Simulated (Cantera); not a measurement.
Feed: 1 mol SiH4, 0.081 mol O3, 6 mol NO, at 1.33 mbar.

These are equilibrium values from Cantera (NASA tables, ideal gas, pure condensed phases), not measurements of a reactor. Candidate condensed phases: H2O, Si, SiO2, Si2N2O, Si3N4; 35 gas species. The tables hold silica as quartz up to 1696 K and as liquid above; real silica turns to tridymite and cristobalite and melts near 1996 K. The numbers say what is thermodynamically allowed, not how fast it happens.

At 1173 K, list the 5 most abundant gas species with their mole fractions, and the condensed phases.

N2 0.490, H2O 0.327, O2 0.183, NO 0.000117, OH 1.88e-5. Condensed: SiO2(β-quartz).
